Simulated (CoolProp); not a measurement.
Aqueous magnesium chloride as a coolant, 21 % by mass, freezing at -31.9 °C, 1 atm.

The numbers come from the Melinder's fits for secondary coolants in CoolProp.

```json
[
 {"T (°C)": "-30.3", "density (kg/m³)": "1199", "conductivity (W/(m K))": "0.462", "Prandtl number": "124", "viscosity (mPa s)": "19.5"},
 {"T (°C)": "-24.7", "density (kg/m³)": "1199", "conductivity (W/(m K))": "0.470", "Prandtl number": "96.0", "viscosity (mPa s)": "15.3"},
 {"T (°C)": "-19", "density (kg/m³)": "1198", "conductivity (W/(m K))": "0.479", "Prandtl number": "74.6", "viscosity (mPa s)": "12.1"},
 {"T (°C)": "-13.3", "density (kg/m³)": "1197", "conductivity (W/(m K))": "0.488", "Prandtl number": "58.3", "viscosity (mPa s)": "9.58"},
 {"T (°C)": "-7.7", "density (kg/m³)": "1196", "conductivity (W/(m K))": "0.498", "Prandtl number": "46.2", "viscosity (mPa s)": "7.69"},
 {"T (°C)": "-2", "density (kg/m³)": "1194", "conductivity (W/(m K))": "0.507", "Prandtl number": "36.7", "viscosity (mPa s)": "6.19"},
 {"T (°C)": "3.7", "density (kg/m³)": "1192", "conductivity (W/(m K))": "0.517", "Prandtl number": "29.4", "viscosity (mPa s)": "5.03"},
 {"T (°C)": "9.3", "density (kg/m³)": "1189", "conductivity (W/(m K))": "0.527", "Prandtl number": "23.9", "viscosity (mPa s)": "4.14"},
 {"T (°C)": "15", "density (kg/m³)": "1187", "conductivity (W/(m K))": "0.536", "Prandtl number": "19.5", "viscosity (mPa s)": "3.43"},
 {"T (°C)": "20.7", "density (kg/m³)": "1185", "conductivity (W/(m K))": "0.546", "Prandtl number": "16.1", "viscosity (mPa s)": "2.87"},
 {"T (°C)": "26.3", "density (kg/m³)": "1182", "conductivity (W/(m K))": "0.555", "Prandtl number": "13.5", "viscosity (mPa s)": "2.43"},
 {"T (°C)": "32", "density (kg/m³)": "1180", "conductivity (W/(m K))": "0.565", "Prandtl number": "11.4", "viscosity (mPa s)": "2.07"}
]
```
